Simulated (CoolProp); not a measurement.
Computed with CoolProp (reference Helmholtz-energy equation of state, Lemmon 2006). It is a short technical equation, of lower accuracy than the large ones.

### Question
For nitrous oxide, give the phase and the density (kg/m³), isothermal compressibility (1/MPa) at 42.85 °C and 34.9 MPa; 100.55 °C and 34.9 MPa; 138.95 °C and 34.9 MPa.

### Answer
- 42.85 °C and 34.9 MPa: supercritical; density 911, isothermal compressibility 0.00474
- 100.55 °C and 34.9 MPa: supercritical; density 723, isothermal compressibility 0.0114
- 138.95 °C and 34.9 MPa: supercritical; density 603, isothermal compressibility 0.0174
